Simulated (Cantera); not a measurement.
A closed system holds: 1 mol B₂H₆, 3.2 mol NH₃, 0.5 mol H₂.

Method: chemical equilibrium by Gibbs-energy minimisation in Cantera with the NASA 1993 tables (ideal gas, pure condensed phases). Candidate condensed phases: B, BN; 15 gas species. The feed counts by its element totals alone. Mutual solubility and eutectic melting of coexisting phases are not modelled. The numbers say what is thermodynamically allowed, not how fast it happens.

Stable condensed phases, one row left out:

```
T in K \ P in Pa
             10     37    140    520   1900   7200  27000 100000
   2098       A      A      A      B      C      C      C      C
   1998       A      A      B      C      C      C      C      C
   1948       A      B      C      C      C      C      C      C
   1898       A      C      C      C      C      C      C      C
   1848       B      C      C      C      C      C      C      C
   1798       C      C      C      C      C      C      C      C
   1748       C      C      C      C      C      C      C      C
   1698       C      C      C      C      C      C      C      C
   1648       C      C      C      C      C      C      C      C
```

A: B; B: B + BN; C: BN.

### Question
Give the row for 2048 K.

### Answer
10: B; 37: B; 140: B; 520: BN; 1900: BN; 7200: BN; 27000: BN; 100000: BN.
